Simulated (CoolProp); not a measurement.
The fluid at 322.53 K and 2.38 MPa is throttled through a valve to 1.55 MPa with no heat exchange. The same conditions are run with several fluids, on thermodynamics alone (safety and materials aside).

The numbers come from the reference Helmholtz-energy equation of state of each fluid (decamethylcyclopentasiloxane (D5): Thol 2019; 1,2-dichloroethane: Thol 2015; dodecamethylpentasiloxane (MD3M): Thol 2019; n-butane: Bücker 2006; decamethyltetrasiloxane (MD2M): Thol 2017) in CoolProp.

| fluid | temperature change (K) | final density (kg/m³) |
|---|---|---|
| decamethylcyclopentasiloxane (D5) | +0.3 | 930 |
| 1,2-dichloroethane | +0.3 | 1210 |
| dodecamethylpentasiloxane (MD3M) | +0.4 | ? |
| n-butane | ? | ? |
| decamethyltetrasiloxane (MD2M) | +0.3 | 827 |

**Question.** Some entries are withheld; supply them.

**Answer.** 
- dodecamethylpentasiloxane (MD3M), final density (kg/m³): 848
- n-butane, temperature change (K): +0.1
- n-butane, final density (kg/m³): 545
